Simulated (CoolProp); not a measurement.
Vapour-liquid equilibrium of propylene (1) + acetone (2) at 0.192 MPa; x and y are mole fractions of (1).

Values from CoolProp's multi-fluid Helmholtz-energy mixture model, Lemmon 2013 and Lemmon 2006; pair parameters Bell 2016.

| x | bubble temperature, mixture model (°C) | bubble temperature, Raoult's law (°C) | y, mixture model | y, Raoult's law |
|---|---|---|---|---|
| 0.05 | 36.5 | 52.2 | 0.745 | 0.561 |
| 0.15 | -3.3 | 23.6 | 0.962 | 0.872 |
| 0.25 | -17.3 | 7.5 | 0.984 | 0.947 |
| 0.35 | -23.2 | -3.0 | 0.990 | 0.973 |
| 0.45 | -25.8 | -10.6 | 0.992 | 0.985 |
| 0.55 | -26.9 | -16.4 | 0.992 | 0.991 |
| 0.65 | -27.5 | -21.1 | 0.993 | 0.995 |
| 0.75 | -28.3 | -25.0 | 0.994 | 0.997 |
| 0.85 | -29.5 | -28.3 | 0.995 | 0.999 |
| 0.95 | -31.3 | -31.2 | 0.998 | 1.000 |

The largest gap from Raoult's law is -26.9 K in bubble temperature, at x = 0.15. No azeotrope shows between x = 0.05 and 0.95.

Pair parameters are fitted to limited data, so mixtures are less certain than the pure fluids. With so large a gap from Raoult's law the liquid may split in two, which this calculation doesn't test in full.
